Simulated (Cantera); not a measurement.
**Thermodynamics of silicon etching in halogen gases, feed Si + NF₃ + H₂**

Input: 1 mol Si, a varied amount of NF₃, 2.1 mol H₂, at 800 K and 10.0 Torr.

These are equilibrium values from Cantera (NASA tables, ideal gas, pure condensed phases), not measurements of a reactor. Candidate condensed phases: Si, Si₃N₄; 37 gas species. Kinetics and transport are ignored.

| n(NF₃) (mol) | log p H₂ | log p HF | log p F₂ | log p SiF₄ | log p N₂ | log p F | log p NF₃ | n Si₃N₄(s) |
|---|---|---|---|---|---|---|---|---|
| 0.76 | -1.99 | -5.95 | <-13 | -2.56 | -3.35 | <-13 | <-13 | 0.143 |
| 1.6 | -2.28 | -2.61 | <-13 | -2.51 | -2.61 | <-13 | <-13 | 0 |
| 2.4 | -2.95 | -2.14 | <-13 | -2.65 | -2.57 | <-13 | <-13 | 0 |
| 3.3 | <-13 | -2.14 | -2.91 | -2.76 | -2.55 | -3.53 | -4.33 | 0 |
| 4.1 | <-13 | -2.22 | -2.60 | -2.85 | -2.54 | -3.38 | -3.87 | 0 |
| 4.9 | <-13 | -2.29 | -2.47 | -2.91 | -2.54 | -3.31 | -3.67 | 0 |
| 5.8 | <-13 | -2.35 | -2.38 | -2.98 | -2.54 | -3.27 | -3.54 | 0 |
| 6.6 | <-13 | -2.41 | -2.33 | -3.03 | -2.53 | -3.25 | -3.46 | 0 |
log p: log10 of the partial pressure in bar; n: condensed amount in mol.

At 0.76 mol NF₃ the condensed part is Si₃N₄(s). From 1.6 mol NF₃ to 6.6 mol NF₃ nothing is condensed. The main Si-bearing gas is SiF₄ throughout.
